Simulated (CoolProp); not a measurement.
Model: reference Helmholtz-energy equation of state, Lemmon 2016, in CoolProp.

Q: For R227EA, give the phase and the Z, cv (kJ/(kg K)), fugacity coefficient at 356.1 K and 0.955 MPa; 365.6 K and 0.955 MPa.

A: 
- 356.1 K and 0.955 MPa: gas; Z 0.849, cv 0.871, fugacity coefficient 0.868
- 365.6 K and 0.955 MPa: gas; Z 0.865, cv 0.879, fugacity coefficient 0.880
